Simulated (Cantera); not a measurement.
Input: 1 mol SiH2Cl2, 0.34 mol CH4, 160 mol H2, equilibrated at 6.38 Torr.

Method: chemical equilibrium by Gibbs-energy minimisation in Cantera with the NASA 1993 tables (ideal gas, pure condensed phases). Candidate condensed phases: C, C6H6, C7H8, C8H18, Si, SiC; 109 gas species. Mutual solubility and eutectic melting of coexisting phases are not modelled. Gases not in the tables: Si2H6 and higher silanes. Kinetics and transport are ignored.

### Question
What share of the Si ends up in condensed phases as a function of T (K), at 1600, 1650, 1700, 1750, 1800, 1850, 1900, 1950?

### Answer
```tsv
T (K)	Si condensed (%)	as
1600	92.3	Si(s) + SiC(s)
1650	91.6	Si(s) + SiC(s)
1700	90.4	Si(l) + SiC(s)
1750	88.9	Si(l) + SiC(s)
1800	85.4	Si(l) + SiC(s)
1850	78.2	Si(l) + SiC(s)
1900	64.4	Si(l) + SiC(s)
1950	39.1	Si(l) + SiC(s)
```
